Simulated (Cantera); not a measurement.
An isothermal, constant-pressure homogeneous reactor starts with N2O : H2O = 1 : 0.11 (molar parts), at 1400 K and 0.0840 bar.

Computed with Cantera and GRI-Mech 3.0 (53 species, 325 reactions). GRI-Mech 3.0 was tuned for natural gas; its chemistry of N2O as a main component is partial and can be far from experiment. The temperature is held fixed by assumption; the heat of reaction is taken as removed at once.

Question: Predict: x(N2O) at 40.0 s; x(H2O) at 40.0 s; x(H2O2) at 40.0 s; x(N2) at 40.0 s; x(OH) at 40.0 s; x(NO) at 40.0 s; x(H) at 40.0 s.

Answer: 
```json
{
  "x(N2O) at 40.0 s": "1.60e-6 (gas-phase equilibrium 1.28e-8)",
  "x(H2O) at 40.0 s": "0.0683 (gas-phase equilibrium 0.0683)",
  "x(H2O2) at 40.0 s": "1.14e-9 (gas-phase equilibrium 1.23e-9)",
  "x(N2) at 40.0 s": "0.577 (gas-phase equilibrium 0.621)",
  "x(OH) at 40.0 s": "5.03e-5 (gas-phase equilibrium 5.23e-5)",
  "x(NO) at 40.0 s": "0.0889 (gas-phase equilibrium 0.000786)",
  "x(H) at 40.0 s": "7.73e-9 (gas-phase equilibrium 7.41e-9)"
}
```
